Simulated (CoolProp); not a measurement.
Vapour-liquid equilibrium of R143a (1) + isobutane (2) at 10.85 °C; x and y are mole fractions of (1).

Computed with CoolProp (multi-fluid Helmholtz-energy mixture model, Lemmon and Jacobsen 2000 and Bücker 2006; pair parameters Bell 2016).

```json
[
 {"x": "0.05", "bubble pressure (MPa)": "0.3288", "y at the bubble point": "0.319", "dew pressure at overall composition x (MPa)": "0.2385", "liquid density (mol/L)": "9.823"},
 {"x": "0.15", "bubble pressure (MPa)": "0.4767", "y at the bubble point": "0.549", "dew pressure at overall composition x (MPa)": "0.2659", "liquid density (mol/L)": "9.929"},
 {"x": "0.25", "bubble pressure (MPa)": "0.5737", "y at the bubble point": "0.643", "dew pressure at overall composition x (MPa)": "0.2999", "liquid density (mol/L)": "10.04"},
 {"x": "0.35", "bubble pressure (MPa)": "0.6404", "y at the bubble point": "0.697", "dew pressure at overall composition x (MPa)": "0.3434", "liquid density (mol/L)": "10.17"},
 {"x": "0.45", "bubble pressure (MPa)": "0.6899", "y at the bubble point": "0.736", "dew pressure at overall composition x (MPa)": "0.4004", "liquid density (mol/L)": "10.31"},
 {"x": "0.55", "bubble pressure (MPa)": "0.7304", "y at the bubble point": "0.770", "dew pressure at overall composition x (MPa)": "0.4773", "liquid density (mol/L)": "10.47"},
 {"x": "0.65", "bubble pressure (MPa)": "0.7662", "y at the bubble point": "0.804", "dew pressure at overall composition x (MPa)": "0.5819", "liquid density (mol/L)": "10.67"},
 {"x": "0.75", "bubble pressure (MPa)": "0.7988", "y at the bubble point": "0.844", "dew pressure at overall composition x (MPa)": "0.7074", "liquid density (mol/L)": "10.91"},
 {"x": "0.85", "bubble pressure (MPa)": "0.8279", "y at the bubble point": "0.893", "dew pressure at overall composition x (MPa)": "0.8033", "liquid density (mol/L)": "11.19"},
 {"x": "0.95", "bubble pressure (MPa)": "0.8502", "y at the bubble point": "0.958", "dew pressure at overall composition x (MPa)": "0.8483", "liquid density (mol/L)": "11.54"}
]
```

No azeotrope shows between x = 0.05 and 0.95.

Pair parameters are fitted to limited data, so mixtures are less certain than the pure fluids.
